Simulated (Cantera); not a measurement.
A perfectly stirred reactor is fed with C₃H₈ : O₂ : N₂ = 1 : 5.38 : 20.2 (molar parts), at 7500 Torr; it is adiabatic with a 500 K inlet, and is followed from long to short residence time, starting on the burning branch (τ in s: 0.14, 0.058, 0.023, 0.0094, 0.0038, 0.0015, 0.00062, 0.00025, 0.0001, 4.1e-05, 1.7e-05, 6.7e-06).

Model: GRI-Mech 3.0 (53 species, 325 reactions), integrated in Cantera. GRI-Mech 3.0 was tuned for natural gas; its chemistry of propane as a main component is partial and can be far from experiment.

One state of this run: T (K) = 2367; x C₃H₈ = 1.06e-7; x O₂ = 0.0147; x H = 0.000160; x HO₂ = 2.96e-6; x H₂ = 0.00121; x CH₃ = 4.54e-7; x NO₂ = 2.23e-6. x: mole fraction; the columns are a selection and need not sum to one.

Problem. Which value of τ (s) does it belong to?
A. 6.7e-6
B. 0.0038
C. 0.023
D. 4.1e-5

Solution. C, 0.023
